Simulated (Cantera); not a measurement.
A closed system holds: 1 mol Fe2O3, 43 mol H2, equilibrated at 2100 K and 1.00 Torr.

Cantera equilibrium calculation (NASA polynomials, part measured and part estimated; ideal gas, pure solids and liquids). Candidate condensed phases: Fe, FeO, Fe(OH)2, Fe(OH)3, Fe2O3, Fe3O4, H2O; 12 gas species. Rates play no part.

Base state: H2 0.816, H 0.0771, H2O 0.0632, Fe 0.0426, OH 0.000711, FeO 8.27e-5, O 4.79e-5 (mole fractions); condensed: gas only.

Task: What changes in the equilibrium state with this change: H2 from 43 to 3.7 mol?

Result: 
```
species        before     after
-----------  --------  --------
H2O            0.0632     0.425
H2              0.816     0.271
Fe             0.0426     0.241
H              0.0771    0.0444
Fe(OH)2       3.34e-7  0.000257
O2            1.58e-6  0.000650
FeO           8.27e-5   0.00947
O             4.79e-5  0.000971
OH           0.000711   0.00830
FeO(l), mol         0     0.717
```
The tables' stoichiometric FeO is somewhat more stable than real wüstite, so its field is too wide. FeO: taken at fixed stoichiometry.

Task: What changes in the equilibrium state with this change: 1.4 mol O2 added?

Result: 
| species | before | after |
|---|---|---|
| H2 | 0.816 | 0.759 |
| H2O | 0.0632 | 0.122 |
| H | 0.0771 | 0.0743 |
| Fe | 0.0426 | 0.0426 |
| O | 4.79e-5 | 9.96e-5 |
| FeO | 8.27e-5 | 0.000172 |
| OH | 0.000711 | 0.00143 |
